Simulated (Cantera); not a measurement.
# Diamond growth

A diamond (100) surface in a fixed gas of H2 with x(CH4) = 0.011, x(H) = 0.00057, x(CH3) = 0.00018, 0.0260 bar; coverages are run to steady state.

Detailed kinetics in Cantera: the Harris–Goodwin 1993 mechanism for the reconstructed diamond (100) surface.

| T (K) | growth (µm/h) | θ c6HH | θ c6H* | θ c6*H | θ c6** | θ c6HM |
|---|---|---|---|---|---|---|
| 900 | 1.04 | 0.532 | 0.00795 | 0.223 | 0.00296 | 0.188 |
| 950 | 1.28 | 0.530 | 0.0114 | 0.271 | 0.00467 | 0.140 |
| 1000 | 1.25 | 0.533 | 0.0159 | 0.325 | 0.00702 | 0.0861 |
| 1050 | 0.891 | 0.533 | 0.0212 | 0.379 | 0.00990 | 0.0388 |
| 1100 | 0.528 | 0.520 | 0.0264 | 0.419 | 0.0128 | 0.0137 |
| 1150 | 0.343 | 0.499 | 0.0314 | 0.445 | 0.0155 | 0.00441 |
| 1200 | 0.282 | 0.480 | 0.0360 | 0.461 | 0.0178 | 0.00142 |
| 1250 | 0.264 | 0.466 | 0.0404 | 0.471 | 0.0197 | 0.000466 |
| 1300 | 0.225 | 0.458 | 0.0444 | 0.475 | 0.0211 | 0.000156 |
| 1350 | 0.146 | 0.455 | 0.0481 | 0.474 | 0.0220 | 5.40e-5 |
| 1400 | 0.0732 | 0.456 | 0.0513 | 0.470 | 0.0224 | 2.01e-5 |
θ: site fractions in the mechanism's names (c6HH fully hydrogenated, c6H* and c6*H radical sites, c6** diradical, c6HM methylated).
